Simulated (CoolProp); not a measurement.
Model: reference Helmholtz-energy equation of state, Penoncello 2003, in CoolProp.

Problem. Give the vapour pressure (kPa), liquid cp (kJ/(kg K)), vapour Z, surface tension (mN/m) of saturated CHF3 (R23) at 217.2, 237.1 K.

Solution. 
| T (K) | p (kPa) | liquid cp (kJ/(kg K)) | vapour Z | surface tension (mN/m) |
|---|---|---|---|---|
| 217.2 | 373 | 1.30 | 0.902 | 12.0 |
| 237.1 | 816 | 1.39 | 0.837 | 8.46 |

Surface tension comes from a separate correlation (Mulero 2012).
